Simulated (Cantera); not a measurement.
Charge: 1 mol Si, 2.6 mol F2, at 17.0 mbar.

Cantera equilibrium calculation (NASA polynomials, part measured and part estimated; ideal gas, pure solids and liquids). Candidate condensed phases: Si; 9 gas species. Rates play no part.

Task: At 925 K, list the 3 most abundant gas species with their mole fractions, and the condensed phases.

Result: SiF4 0.572, F2 0.257, F 0.171. Condensed: gas only.
